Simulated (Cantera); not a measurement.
Input: 1 mol Si, 4.3 mol CO2, 15 mol H2, held at 8.25 Torr.

These are equilibrium values from Cantera (NASA tables, ideal gas, pure condensed phases), not measurements of a reactor. Candidate condensed phases: C, C6H6, C7H8, C8H18, H2O, Si, SiC, SiO2; 123 gas species. The tables hold silica as quartz up to 1696 K and as liquid above; real silica turns to tridymite and cristobalite and melts near 1996 K. Equilibrium is a limit: real reactors are often held back by kinetics, nucleation or transport.

Question: Which condensed phases are stable at each of these points (T (K)): 900, 1100, 1300, 1500, 1700, 1900, 2100?

Answer: 
```csv
T (K),condensed phases,Si condensed (%)
900,SiO2(β-quartz),100.0
1100,SiO2(β-quartz),100.0
1300,SiO2(β-quartz),100.0
1500,SiO2(β-quartz),100.0
1700,SiO2(condensed),99.7
1900,SiO2(condensed),86.2
2100,gas only,0.0
```

From 900 K to 1500 K the condensed part is SiO2(β-quartz). From 1700 K to 1900 K the condensed part is SiO2(condensed). At 2100 K nothing is condensed.
